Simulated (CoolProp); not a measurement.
Vapour-liquid equilibrium of R114 (1) + n-heptane (2) at 381.7 K; x and y are mole fractions of (1).

Computed with CoolProp (multi-fluid Helmholtz-energy mixture model, Platzer 1990 and Span 2003; pair parameters Bell 2016). This equation is an older, rougher fit; its heat capacities, sound speeds and derivatives of the liquid may be far off and weren't checked against measurements.

```
x     bubble pressure (MPa)  y at the bubble point  dew pressure at overall composition x (MPa)  liquid density (mol/L)
----  ---------------------  ---------------------  -------------------------------------------  ----------------------
0.05                 0.2270                  0.411                                       0.1424                   6.081
0.2                  0.4910                  0.744                                       0.1687                   6.222
0.35                 0.7279                  0.841                                       0.2065                   6.355
0.5                  0.9385                  0.889                                       0.2655                   6.471
0.65                  1.136                  0.923                                       0.3705                   6.564
0.8                   1.341                  0.953                                       0.6068                   6.617
0.95                  1.583                  0.986                                        1.324                   6.605
```

No azeotrope shows between x = 0.05 and 0.95.

The pair parameters rest on a limited set of measurements; away from them the model extrapolates. The gap from Raoult's law changes sign with composition, which may be real or a fault of the pair parameters; it wasn't checked against measurements.
